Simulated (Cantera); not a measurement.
# Counterflow diffusion flame

A counterflow diffusion flame at 1.01 bar, nozzles 20 mm apart: fuel side 100 % H2 at 550 K, oxidiser side 19.0 % O2, 81.0 % N2 at 523 K, fuel mass flux 0.21 times the oxidiser's; mixture-averaged transport, no radiation.

Model: the H2/O2 subset of GRI-Mech 3.0, which has no nitrogen chemistry, integrated in Cantera. The maximum strain rate includes the flame's own expansion and is several times the mean.

| oxidiser flux (kg/m²/s) | max strain (1/s) | mean strain (1/s) | T max (K) | peak x OH | peak x H | peak x H2O | peak x HO2 |
|---|---|---|---|---|---|---|---|
| 0.61 | 840 | 189 | 2379 | 0.0179 | 0.0167 | 0.256 | 5.30e-5 |
| 0.85 | 1160 | 263 | 2332 | 0.0179 | 0.0187 | 0.253 | 6.48e-5 |
| 1.2 | 1620 | 372 | 2290 | 0.0182 | 0.0212 | 0.251 | 7.81e-5 |
| 1.6 | 2160 | 495 | 2253 | 0.0182 | 0.0235 | 0.248 | 8.96e-5 |
| 2.3 | 3080 | 712 | 2192 | 0.0180 | 0.0264 | 0.246 | 0.000106 |
| 3.2 | 4250 | 991 | 2134 | 0.0176 | 0.0293 | 0.243 | 0.000122 |
| 4.4 | 5840 | 1360 | 2081 | 0.0172 | 0.0325 | 0.241 | 0.000137 |
| 6.1 | 8080 | 1890 | 2025 | 0.0166 | 0.0360 | 0.238 | 0.000153 |
| 8.5 | 11300 | 2630 | 1963 | 0.0159 | 0.0392 | 0.236 | 0.000170 |
x: mole fraction; the columns are a selection and need not sum to one.
